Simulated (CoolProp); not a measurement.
A closed Brayton cycle with carbon dioxide: compressor inlet 308.15 K and 8.8 MPa, high pressure 17.2 MPa, turbine inlet 635 K, compressor efficiency 0.85, turbine efficiency 0.85, recuperator effectiveness 0.9 (on enthalpy, no pinch check). Each further row changes one setting.

The numbers come from the reference Helmholtz-energy equation of state, Span 1996 in CoolProp.

```
case                           thermal efficiency (%)  net work (kJ/kg)  compressor to turbine work  compressor exit (K)  turbine exit (K)
-----------------------------  ----------------------  ----------------  --------------------------  -------------------  ----------------
as stated                                        23.3              48.4                        0.23                326.9             568.2
turbine inlet 585 K                              21.4              42.1                        0.25                326.9             520.5
compressor inlet 318.15 K                        22.5              37.1                        0.41                364.6             568.2
high pressure 14.6 MPa                           20.6              38.3                        0.21                322.0             584.4
recuperator effectiveness 0.5                    14.5              48.4                        0.23                326.9             568.2
```
